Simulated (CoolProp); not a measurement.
Aqueous ammonia as a coolant, 9 % by mass, freezing at -11.9 °C, 1 atm.

Model: Melinder's fits for secondary coolants, in CoolProp.

| T (°C) | Prandtl number | cp (kJ/(kg K)) | density (kg/m³) | viscosity (mPa s) |
|---|---|---|---|---|
| -8.7 | 23.8 | 4.232 | 966.8 | 2.73 |
| -2.8 | 18.4 | 4.222 | 966.3 | 2.17 |
| 3.2 | 14.7 | 4.212 | 965.4 | 1.78 |
| 9.1 | 12.2 | 4.204 | 964.2 | 1.50 |
| 15 | 10.2 | 4.197 | 962.7 | 1.28 |
| 20.9 | 8.61 | 4.192 | 961.0 | 1.10 |
| 26.9 | 7.22 | 4.191 | 958.9 | 0.945 |
